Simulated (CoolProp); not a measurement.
Vapour-liquid equilibrium of CHF3 (R23) (1) + R227EA (2) at 36.7 kPa; x and y are mole fractions of (1).

Values from CoolProp's multi-fluid Helmholtz-energy mixture model, Penoncello 2003 and Lemmon 2016; pair parameters Bell 2016.

```tsv
x	bubble temperature (K)	y at the bubble point	dew temperature at overall composition x (K)	liquid density (mol/L)
0.05	220.0	0.609	234.7	10.06
0.125	205.3	0.867	233.2	10.78
0.2	196.7	0.938	231.6	11.44
0.275	191.2	0.964	229.9	12.09
0.35	187.4	0.977	228.1	12.75
0.425	184.7	0.984	226.0	13.45
0.5	182.7	0.988	223.8	14.20
0.575	181.2	0.991	221.3	15.00
0.65	180.0	0.993	218.3	15.88
0.725	178.9	0.994	214.8	16.85
0.8	177.9	0.996	210.5	17.92
0.875	176.9	0.997	204.5	19.13
0.95	175.9	0.999	194.4	20.48
```

No azeotrope shows between x = 0.05 and 0.95.

The pair parameters rest on a limited set of measurements; away from them the model extrapolates.
